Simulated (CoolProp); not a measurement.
Vapour-liquid equilibrium of n-heptane (1) + toluene (2) at 31.15 °C; x and y are mole fractions of (1).

Model: multi-fluid Helmholtz-energy mixture model, Span 2003 and Lemmon 2006; pair parameters Bell 2016, in CoolProp.

```tsv
x	bubble pressure (MPa)	y at the bubble point	dew pressure at overall composition x (MPa)	liquid density (mol/L)
0.05	0.005559	0.113	0.005344	9.126
0.125	0.006029	0.241	0.005601	8.883
0.2	0.006411	0.338	0.005875	___
0.275	0.006726	___	0.006162	8.431
0.35	0.006991	0.485	0.006459	8.220
0.425	0.007219	0.547	0.006757	8.018
0.5	0.007417	0.605	0.007047	7.825
0.575	0.007590	0.660	0.007318	7.641
0.65	0.007742	0.716	0.007559	7.464
0.725	0.007875	0.773	0.007764	7.295
0.8	0.007990	0.831	0.007932	7.132
0.875	0.008088	0.892	0.008063	___
0.95	___	0.956	0.008163	6.826
```

**Question.** Complete the blanks.

**Answer.** 
- 0.2, liquid density (mol/L): 8.652
- 0.275, y at the bubble point: 0.417
- 0.875, liquid density (mol/L): 6.976
- 0.95, bubble pressure (MPa): 0.008170

No azeotrope shows between x = 0.05 and 0.95.

Pair parameters are fitted to limited data, so mixtures are less certain than the pure fluids.
